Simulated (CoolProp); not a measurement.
A simple Rankine cycle with propane: condensing at 290.15 K, boiler at 1.86 MPa, turbine inlet 331.9 K, turbine efficiency 0.85, pump efficiency 0.7, no recuperator. Each further row changes one setting.

Model: reference Helmholtz-energy equation of state, Lemmon 2009, in CoolProp.

```
case                             thermal efficiency (%)  net work (kJ/kg)  heat in (kJ/kg)  turbine exit temperature (K)  volume ratio over the turbine
-------------------------------  ----------------------  ----------------  ---------------  ----------------------------  -----------------------------
as stated                                           8.1              31.8              390                         294.8                           2.50
turbine inlet 351.9 K                               8.3              36.4              438                         317.3                           2.43
condensing temperature 282.15 K                     9.8              40.2              410                         286.8                           3.11
boiler pressure 1.3 MPa                             5.2              21.4              413                         312.0                           1.68
turbine efficiency 0.75                             7.1              27.7              390                         297.0                           2.53
```
